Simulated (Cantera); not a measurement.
## CHF3 + HCl (fluorocarbon and chlorocarbon gases)

Charge: 1 mol CHF3, 0.79 mol HCl, at 0.390 bar.

Method: chemical equilibrium by Gibbs-energy minimisation in Cantera with the NASA 1993 tables (ideal gas, pure condensed phases). Candidate condensed phases: C, C6H6, C7H8, C8H18; 118 gas species. Gases not in the tables: C2F6 and larger saturated fluorocarbons. The numbers say what is thermodynamically allowed, not how fast it happens.

| T (K) | x HF | x Cl | x HCl | x CF4 | x Cl2 | n C(graphite) |
|---|---|---|---|---|---|---|
| 1475 | 0.563 | 0.0192 | 0.184 | 0.167 | 0.0594 | 0.583 |
| 1550 | 0.578 | 0.0325 | 0.160 | 0.159 | 0.0629 | 0.596 |
| 1625 | 0.590 | 0.0510 | 0.137 | 0.152 | 0.0628 | 0.609 |
| 1700 | 0.599 | 0.0748 | 0.116 | 0.145 | 0.0592 | 0.621 |
| 1775 | 0.605 | 0.103 | 0.0955 | 0.138 | 0.0524 | 0.632 |
| 1850 | 0.608 | 0.133 | 0.0772 | 0.130 | 0.0437 | 0.642 |
| 1925 | 0.610 | 0.162 | 0.0611 | 0.123 | 0.0342 | 0.650 |
| 2000 | 0.610 | 0.188 | 0.0474 | 0.117 | 0.0254 | 0.655 |
x: gas mole fraction; n: condensed amount in mol.

From 1475 K to 2000 K the condensed part is C(graphite). The main C-bearing gas is CF4 throughout. The share of C in condensed phases is highest at 2000 K (65.5 %) and lowest at 1475 K (58.3 %).
